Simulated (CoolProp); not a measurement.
Vapour-liquid equilibrium of R125 (1) + propane (2) at 0.383 MPa; x and y are mole fractions of (1).

Computed with CoolProp (multi-fluid Helmholtz-energy mixture model, Lemmon 2005 and Lemmon 2009; pair parameters Bell 2016).

```
x     bubble temperature, mixture model (K)  bubble temperature, Raoult's law (K)  y, mixture model  y, Raoult's law
----  -------------------------------------  ------------------------------------  ----------------  ---------------
0.05                                  260.5                                 265.7             0.199            0.069
0.15                                  254.3                                 264.5             0.394            0.198
0.25                                  251.6                                 263.4             0.479            0.318
0.35                                  250.5                                 262.4             0.525            0.429
0.45                                  249.9                                 261.4             0.555            0.533
0.55                                  249.7                                 260.4             0.582            0.630
0.65                                  249.7                                 259.5             0.614            0.721
0.75                                  250.1                                 258.6             0.659            0.807
0.85                                  251.3                                 257.8             0.736            0.887
0.95                                  254.1                                 257.0             0.879            0.963
```

The largest gap from Raoult's law is -11.9 K in bubble temperature, at x = 0.35. y crosses x between x = 0.55 and 0.65: the model has an azeotrope there.

Pair parameters are fitted to limited data, so mixtures are less certain than the pure fluids. With so large a gap from Raoult's law the liquid may split in two, which this calculation doesn't test in full.
